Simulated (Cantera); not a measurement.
A perfectly stirred reactor is fed with 1.25 % CO, 0.770 % O2, 1.44 % H2O, 96.2 % N2, 0.346 % H2, at 0.690 bar; it is held at 925 K, and followed from long to short residence time.

Cantera simulation using GRI-Mech 3.0 (53 species, 325 reactions); the numbers are that mechanism's predictions, not measurements. Below about 950 K walls govern HO2 and H2O2 in real vessels.

Q: Predict: x(CO) at τ = 9.80 s; x(O2) at τ = 9.80 s; x(H2O) at τ = 9.80 s; x(H) at τ = 9.80 s; x(H2) at τ = 9.80 s; x(CO) at τ = 0.130 s; x(O2) at τ = 0.130 s; x(H2O) at τ = 0.130 s; x(H) at τ = 0.130 s; x(H2) at τ = 0.130 s.

A: 
```json
{
  "x(CO) at τ = 9.80 s": "0.000829",
  "x(O2) at τ = 9.80 s": "0.000228",
  "x(H2O) at τ = 9.80 s": "0.0178",
  "x(H) at τ = 9.80 s": "6.18e-6",
  "x(H2) at τ = 9.80 s": "0.000205",
  "x(CO) at τ = 0.130 s": "0.00922",
  "x(O2) at τ = 0.130 s": "0.00496",
  "x(H2O) at τ = 0.130 s": "0.0166",
  "x(H) at τ = 0.130 s": "7.91e-6",
  "x(H2) at τ = 0.130 s": "0.00129"
}
```
